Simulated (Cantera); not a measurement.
A Cantera script and its output.

```python
import numpy as np
import cantera as ct

gas = ct.Solution("gri30.yaml", transport_model="mixture-averaged")
show = ['OH', 'O', 'H']

rows = []
print(f"{'T/K':>7s}{'rho':>11s}{'cp':>10s}{'mu':>11s}{'lambda':>11s}{'Pr':>7s}" + "".join(f"{'D_' + s:>11s}" for s in show))
for T in [400, 650, 900, 1150, 1400, 1650]:
    gas.TPX = T, 260, {'N2O': 0.33}
    Pr = gas.cp_mass * gas.viscosity / gas.thermal_conductivity
    D = [gas.mix_diff_coeffs_mole[gas.species_index(s)] for s in show]
    rows.append([gas.density, gas.cp_mass, gas.viscosity, gas.thermal_conductivity, Pr, *D])
    print(f"{T:7g}{gas.density:11.4e}{gas.cp_mass:10.1f}{gas.viscosity:11.4e}"
          f"{gas.thermal_conductivity:11.4e}{Pr:7.3f}" + "".join(f"{d:11.4e}" for d in D))
print("SI units: kg/m3, J/kg/K, Pa s, W/m/K, m2/s")
```

Output:

```
    T/K        rho        cp         mu     lambda     Pr       D_OH        D_O        D_H
    400 3.4408e-03     970.3 1.9459e-05 2.5465e-02  0.741 1.6004e-02 1.6364e-02 6.4706e-02
    650 2.1174e-03    1126.8 2.9093e-05 4.4367e-02  0.739 3.7219e-02 3.8056e-02 1.5372e-01
    900 1.5292e-03    1226.6 3.7113e-05 6.1547e-02  0.740 6.4661e-02 6.6114e-02 2.6953e-01
   1150 1.1968e-03    1285.1 4.4145e-05 7.7125e-02  0.736 9.7591e-02 9.9784e-02 4.0872e-01
   1400 9.8309e-04    1326.8 5.0510e-05 9.1407e-02  0.733 1.3554e-01 1.3858e-01 5.6912e-01
   1650 8.3413e-04    1359.1 5.6394e-05 1.0465e-01  0.732 1.7817e-01 1.8217e-01 7.4926e-01
SI units: kg/m3, J/kg/K, Pa s, W/m/K, m2/s
```

Cantera simulation using GRI-Mech 3.0 (53 species, 325 reactions); the numbers are that mechanism's predictions, not measurements. The composition is frozen, though it would react at the higher temperatures.
